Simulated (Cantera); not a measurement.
An isothermal, constant-pressure homogeneous reactor starts with CH₄ : H₂ : H = 0.042 : 1 : 0.0052 (molar parts), at 1525 K and 0.0132 atm. Integrator tolerance rtol = 1e-08.

Cantera simulation using GRI-Mech 3.0 (53 species, 325 reactions); the numbers are that mechanism's predictions, not measurements. GRI-Mech 3.0 stops at C3 and has no aromatics, soot or wall deposition, so with more carbon than oxygen in the feed, carbon stays in small species such as C2H2 where larger ones or solid carbon would form. Radical loss at walls, strong at low pressure, is not modelled.

What does this change do: CH4 0.042 to 0.23 parts?


```json
[
 {"quantity": "x(CH₄) at 4.00 s", "before": "0.0312 (gas-phase equilibrium 0.00115)", "after": "0.114 (gas-phase equilibrium 0.00213)"},
 {"quantity": "x(H₂) at 4.00 s", "before": "0.964 (gas-phase equilibrium 0.980)", "after": "0.855 (gas-phase equilibrium 0.920)"},
 {"quantity": "x(H) at 4.00 s", "before": "0.000164 (gas-phase equilibrium 0.000204)", "after": "0.000118 (gas-phase equilibrium 0.000198)"},
 {"quantity": "x(C₂H₂) at 4.00 s", "before": "0.00424 (gas-phase equilibrium 0.0187)", "after": "0.0302 (gas-phase equilibrium 0.0775)"},
 {"quantity": "x(C₂H) at 4.00 s", "before": "1.58e-9 (gas-phase equilibrium 8.55e-9)", "after": "9.11e-9 (gas-phase equilibrium 3.65e-8)"},
 {"quantity": "x(C₂H₆) at 4.00 s", "before": "1.35e-6 (gas-phase equilibrium 5.04e-9)", "after": "1.36e-5 (gas-phase equilibrium 1.84e-8)"}
]
```

What does this change do: CH4 0.042 to 0.033 parts?


| quantity | before | after |
|---|---|---|
| x(CH₄) at 4.00 s | 0.0312 (gas-phase equilibrium 0.00115) | 0.0251 (gas-phase equilibrium 0.00103) |
| x(H₂) at 4.00 s | 0.964 (gas-phase equilibrium 0.980) | 0.971 (gas-phase equilibrium 0.984) |
| x(H) at 4.00 s | 0.000164 (gas-phase equilibrium 0.000204) | 0.000170 (gas-phase equilibrium 0.000205) |
| x(C₂H₂) at 4.00 s | 0.00424 (gas-phase equilibrium 0.0187) | 0.00318 (gas-phase equilibrium 0.0149) |
| x(C₂H) at 4.00 s | 1.58e-9 (gas-phase equilibrium 8.55e-9) | 1.22e-9 (gas-phase equilibrium 6.79e-9) |
| x(C₂H₆) at 4.00 s | 1.35e-6 (gas-phase equilibrium 5.04e-9) | 9.07e-7 (gas-phase equilibrium 4.04e-9) |

What does this change do: temperature 1525 to 2273 K?


```tsv
quantity	before	after
x(CH₄) at 4.00 s	0.0312 (gas-phase equilibrium 0.00115)	5.75e-6 (gas-phase equilibrium 5.79e-6)
x(H₂) at 4.00 s	0.964 (gas-phase equilibrium 0.980)	0.911 (gas-phase equilibrium 0.911)
x(H) at 4.00 s	0.000164 (gas-phase equilibrium 0.000204)	0.0700 (gas-phase equilibrium 0.0700)
x(C₂H₂) at 4.00 s	0.00424 (gas-phase equilibrium 0.0187)	0.0186 (gas-phase equilibrium 0.0186)
x(C₂H) at 4.00 s	1.58e-9 (gas-phase equilibrium 8.55e-9)	6.00e-5 (gas-phase equilibrium 6.00e-5)
x(C₂H₆) at 4.00 s	1.35e-6 (gas-phase equilibrium 5.04e-9)	<1e-12 (gas-phase equilibrium <1e-12)
```
